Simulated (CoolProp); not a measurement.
R114 along the isotherm 153.55 °C: density (kg/m³) from the reference equation and from simpler models built on Tc = 147.5 °C, pc = 3352 kPa, ω = 0.252; each cubic takes its own stable root.

Model: reference Helmholtz-energy equation of state, Platzer 1990, in CoolProp. This equation is an older, rougher fit; its heat capacities, sound speeds and derivatives of the liquid may be far off and weren't checked against measurements.

| p (kPa) | phase | reference | ideal gas | van der Waals | Redlich-Kwong | Soave-Redlich-Kwong | Peng-Robinson |
|---|---|---|---|---|---|---|---|
| 15.9 | gas | 0.7672 | 0.7660 | 0.7671 | 0.7672 | 0.7672 | 0.7673 |
| 24.8 | gas | 1.198 | 1.195 | 1.197 | 1.198 | 1.198 | 1.198 |
| 38.6 | gas | 1.867 | 1.860 | 1.866 | 1.867 | 1.867 | 1.867 |
| 60 | gas | 2.907 | 2.891 | 2.906 | 2.908 | 2.908 | 2.910 |
| 93.5 | gas | 4.546 | 4.505 | 4.541 | 4.546 | 4.546 | 4.551 |
| 146 | gas | 7.135 | 7.034 | 7.124 | 7.136 | 7.136 | 7.148 |
| 227 | gas | 11.18 | 10.94 | 11.16 | 11.19 | 11.19 | 11.21 |
| 353 | gas | 17.62 | 17.01 | 17.55 | 17.63 | 17.62 | 17.69 |
| 549 | gas | 27.99 | 26.45 | 27.81 | 28.00 | 27.99 | 28.17 |
| 856 | gas | 45.22 | 41.24 | 44.74 | 45.23 | 45.20 | 45.67 |
| 1330 | gas | 74.74 | 64.08 | 73.39 | 74.71 | 74.61 | 75.87 |
| 2070 | gas | 131.4 | 99.73 | 127.1 | 130.9 | 130.5 | 134.2 |
| 3230 | gas | 292.3 | 155.6 | 272.8 | 286.3 | 281.8 | 297.1 |
| 5030 | supercritical | 907.9 | 242.3 | 683.3 | 807.2 | 796.5 | 878.6 |
